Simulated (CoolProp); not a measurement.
C2F6 (R116) along the isotherm 238.2 K: density (kg/m³) from the reference equation and from simpler models built on Tc = 293.0 K, pc = 3.048 MPa, ω = 0.257; each cubic takes its own stable root.

Model: reference Helmholtz-energy equation of state, Lemmon 2006, in CoolProp. It is a short technical equation, of lower accuracy than the large ones.

```csv
p (MPa),phase,reference
0.544,gas,43.85
1.09,liquid,1395
1.63,liquid,1400
2.18,liquid,1406
2.72,liquid,1411
3.27,liquid,1416
3.81,liquid,1421
4.35,liquid,1426
4.9,liquid,1431
5.44,liquid,1436
5.99,liquid,1440
6.53,liquid,1444
7.07,liquid,1449
7.62,liquid,1453
```

Question: How far does each simpler model (van der Waals, Redlich-Kwong, Soave-Redlich-Kwong, Peng-Robinson) lie from the reference over these 14 states: mean and median of the absolute difference, and the worst?

Answer: 
- van der Waals: mean 36.0 %, median 33.6 %, worst -93.1 % at 238.2 K and 1.09 MPa
- Redlich-Kwong: mean 8.2 %, median 8.3 %, worst -11.3 % at 238.2 K and 1.09 MPa
- Soave-Redlich-Kwong: mean 4.9 %, median 5.0 %, worst -6.7 % at 238.2 K and 1.09 MPa
- Peng-Robinson: mean 6.7 %, median 7.2 %, worst +8.1 % at 238.2 K and 7.62 MPa

At some of these states van der Waals gives the other phase, because its saturation line lies elsewhere.
